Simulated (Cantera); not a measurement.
A perfectly stirred reactor is fed with N₂O : N₂ = 1 : 2.9 (molar parts), at 60000 Pa; it is held at 1148 K, and followed from long to short residence time.

Computed with Cantera and GRI-Mech 3.0 (53 species, 325 reactions). GRI-Mech 3.0 was tuned for natural gas; its chemistry of N2O as a main component is partial and can be far from experiment. The mechanism lacks the step 2 NO + O2 → 2 NO2, which can matter for NO2 below about 1400 K. The temperature is held fixed by assumption; the heat of reaction is taken as removed at once.

x: mole fraction; the columns are a selection and need not sum to one.

```csv
τ (s),x N₂O,x NO,x NO₂,x O₂,x O
4.0,0.167,0.00611,[?],0.0363,6.44e-7
1.3,0.217,0.00285,[?],0.0160,7.12e-7
0.44,0.241,0.00111,[?],0.00612,7.40e-7
0.15,0.251,0.000401,[?],0.00218,7.50e-7
0.048,0.255,0.000131,[?],0.000710,7.54e-7
0.016,0.256,4.39e-5,[?],0.000237,7.53e-7
0.0053,0.256,1.45e-5,[?],7.83e-5,7.49e-7
0.0017,0.256,4.58e-6,[?],2.47e-5,7.36e-7
0.00058,0.256,1.49e-6,1.21e-10,8.02e-6,7.00e-7
```

Problem. Complete the blanks.

Solution. 
- 4.0, x NO₂: 4.49e-5
- 1.3, x NO₂: 2.04e-5
- 0.44, x NO₂: 7.45e-6
- 0.15, x NO₂: 2.25e-6
- 0.048, x NO₂: 4.84e-7
- 0.016, x NO₂: 8.09e-8
- 0.0053, x NO₂: 1.06e-8
- 0.0017, x NO₂: 1.12e-9
